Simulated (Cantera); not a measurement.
# Stirred combustor or abatement burner

A perfectly stirred reactor is fed with C3H8 : O2 : N2 = 1 : 3.12 : 11.8 (molar parts), at 100000 Pa; it is adiabatic with a 498 K inlet, and is followed from long to short residence time, starting on the burning branch (τ in s: 0.023, 0.0079, 0.0028, 0.00097, 0.00034, 0.00012, 4.2e-05, 1.5e-05, 5.1e-06).

Model: GRI-Mech 3.0 (53 species, 325 reactions), integrated in Cantera. GRI-Mech 3.0 was tuned for natural gas; its chemistry of propane as a main component is partial and can be far from experiment.

```csv
τ (s),T (K),x C3H8,x O2,x NO,x NO2,x C2H6,x CO
0.023,2025,2.18e-6,0.000281,0.000154,5.45e-10,1.45e-7,0.116
0.0079,2018,5.47e-6,0.000632,0.000151,7.01e-10,4.05e-7,0.114
0.0028,2007,1.35e-5,0.00140,0.000128,8.80e-10,1.09e-6,0.112
0.00097,1982,3.62e-5,0.00329,8.72e-5,1.11e-9,3.30e-6,0.111
0.00034,1917,0.000116,0.00877,3.97e-5,1.52e-9,1.43e-5,0.109
0.00012,498,0.0628,0.196,<1e-12,<1e-12,<1e-12,<1e-12
4.2e-5,498,0.0628,0.196,<1e-12,<1e-12,<1e-12,<1e-12
1.5e-5,498,0.0628,0.196,<1e-12,<1e-12,<1e-12,<1e-12
5.1e-6,498,0.0628,0.196,<1e-12,<1e-12,<1e-12,<1e-12
```
x: mole fraction; the columns are a selection and need not sum to one.
